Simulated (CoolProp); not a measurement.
Vapour-liquid equilibrium of R143a (1) + isobutane (2) at 0.0341 MPa; x and y are mole fractions of (1).

The numbers come from the multi-fluid Helmholtz-energy mixture model, Lemmon and Jacobsen 2000 and Bücker 2006; pair parameters Bell 2016 in CoolProp.

```json
[
 {"x": "0.05", "bubble temperature (K)": "221.8", "y at the bubble point": "0.560", "dew temperature at overall composition x (K)": "235.6", "liquid density (mol/L)": "11.04"},
 {"x": "0.15", "bubble temperature (K)": "211.2", "y at the bubble point": "0.783", "dew temperature at overall composition x (K)": "233.4", "liquid density (mol/L)": "[?]"},
 {"x": "0.25", "bubble temperature (K)": "208.0", "y at the bubble point": "0.832", "dew temperature at overall composition x (K)": "231.1", "liquid density (mol/L)": "11.75"},
 {"x": "0.35", "bubble temperature (K)": "206.9", "y at the bubble point": "0.847", "dew temperature at overall composition x (K)": "228.5", "liquid density (mol/L)": "12.03"},
 {"x": "0.45", "bubble temperature (K)": "206.6", "y at the bubble point": "0.853", "dew temperature at overall composition x (K)": "225.5", "liquid density (mol/L)": "12.32"},
 {"x": "0.55", "bubble temperature (K)": "[?]", "y at the bubble point": "[?]", "dew temperature at overall composition x (K)": "222.1", "liquid density (mol/L)": "[?]"},
 {"x": "0.65", "bubble temperature (K)": "206.2", "y at the bubble point": "0.862", "dew temperature at overall composition x (K)": "218.1", "liquid density (mol/L)": "12.98"},
 {"x": "0.75", "bubble temperature (K)": "205.9", "y at the bubble point": "[?]", "dew temperature at overall composition x (K)": "213.1", "liquid density (mol/L)": "13.37"},
 {"x": "0.85", "bubble temperature (K)": "205.6", "y at the bubble point": "0.900", "dew temperature at overall composition x (K)": "206.8", "liquid density (mol/L)": "13.80"},
 {"x": "0.95", "bubble temperature (K)": "205.3", "y at the bubble point": "0.954", "dew temperature at overall composition x (K)": "205.3", "liquid density (mol/L)": "14.28"}
]
```

**Question.** Some entries are withheld; supply them.

**Answer.** 
- 0.15, liquid density (mol/L): 11.45
- 0.55, bubble temperature (K): 206.4
- 0.55, y at the bubble point: 0.856
- 0.55, liquid density (mol/L): 12.63
- 0.75, y at the bubble point: 0.874

No azeotrope shows between x = 0.05 and 0.95.

Pair parameters are fitted to limited data, so mixtures are less certain than the pure fluids. With so large a gap from Raoult's law the liquid may split in two, which this calculation doesn't test in full.
